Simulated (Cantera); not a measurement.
**Carbothermic reduction: CuO + C + H₂ + CH₄**

A closed system holds: 1 mol CuO, 8 mol C, 1.8 mol H₂, 1.1 mol CH₄, equilibrated at 13300 Pa.

These are equilibrium values from Cantera (NASA tables, ideal gas, pure condensed phases), not measurements of a reactor. Candidate condensed phases: C, C₆H₆, C₇H₈, C₈H₁₈, Cu, CuO, Cu(OH)₂, Cu₂O, H₂O; 113 gas species. Equilibrium is a limit: real reactors are often held back by kinetics, nucleation or transport.

From 777 °C to 1077 °C the condensed part is C(graphite) + Cu(s). From 1227 °C to 1827 °C the condensed part is C(graphite) + Cu(l). From 1977 °C to 2277 °C the condensed part is C(graphite).

| T (°C) | x H₂ | x CO | x Cu | x H | x C₂H₂ (acetylene) | x CH₄ | x H₂O | n C(graphite) | n Cu(s) | n Cu(l) |
|---|---|---|---|---|---|---|---|---|---|---|
| 777 | 0.794 | 0.196 | 7.89e-10 | 1.98e-8 | 3.29e-9 | 0.00482 | 0.00377 | 8.10 | 1.00 | 0 |
| 927 | 0.798 | 0.200 | 9.21e-8 | 4.83e-7 | 8.20e-8 | 0.00134 | 0.000551 | 8.10 | 1.00 | 0 |
| 1077 | 0.799 | 0.200 | 3.67e-6 | 5.84e-6 | 9.90e-7 | 0.000491 | 0.000122 | 8.10 | 1.000 | 0 |
| 1227 | 0.800 | 0.200 | 6.17e-5 | 4.31e-5 | 7.22e-6 | 0.000219 | 3.66e-5 | 8.10 | 0 | 1.000 |
| 1377 | 0.799 | 0.200 | 0.000609 | 0.000222 | 3.65e-5 | 0.000113 | 1.37e-5 | 8.10 | 0 | 0.997 |
| 1527 | 0.796 | 0.199 | 0.00406 | 0.000875 | 0.000140 | 6.50e-5 | 6.02e-6 | 8.10 | 0 | 0.980 |
| 1677 | 0.781 | 0.196 | 0.0200 | 0.00277 | 0.000427 | 3.96e-5 | 2.93e-6 | 8.10 | 0 | 0.897 |
| 1827 | 0.729 | 0.184 | 0.0781 | 0.00729 | 0.00105 | 2.34e-5 | 1.43e-6 | 8.09 | 0 | 0.569 |
| 1977 | 0.651 | 0.165 | 0.164 | 0.0164 | 0.00218 | 1.34e-5 | 6.99e-7 | 8.07 | 0 | 0 |
| 2127 | 0.634 | 0.164 | 0.163 | 0.0347 | 0.00442 | 9.51e-6 | 4.36e-7 | 8.05 | 0 | 0 |
| 2277 | 0.603 | 0.161 | 0.161 | 0.0664 | 0.00802 | 6.73e-6 | 2.79e-7 | 8.00 | 0 | 0 |
x: gas mole fraction; n: condensed amount in mol.
